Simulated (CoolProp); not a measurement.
Methane along the isobar 6790 kPa: Z from the reference equation and from simpler models built on Tc = 190.6 K, pc = 4599 kPa, ω = 0.011; each cubic takes its own stable root.

The numbers come from the reference Helmholtz-energy equation of state, Setzmann 1991 in CoolProp.

```csv
T (K),phase,reference
113,liquid,0.2718
126.1,liquid,0.2546
139.2,liquid,0.2425
152.3,liquid,0.2350
165.4,liquid,0.2325
178.5,liquid,0.2371
191.6,supercritical,0.2581
204.7,supercritical,0.3788
217.7,supercritical,0.5807
230.8,supercritical,0.6856
```

Q: How far does each simpler model (Soave-Redlich-Kwong, Peng-Robinson) lie from the reference over these 10 states: mean and median of the absolute difference, and the worst?

A: 
- Soave-Redlich-Kwong: mean 4.2 %, median 2.4 %, worst +12.2 % at 191.6 K and 6790 kPa
- Peng-Robinson: mean 6.3 %, median 5.5 %, worst -11.2 % at 113 K and 6790 kPa
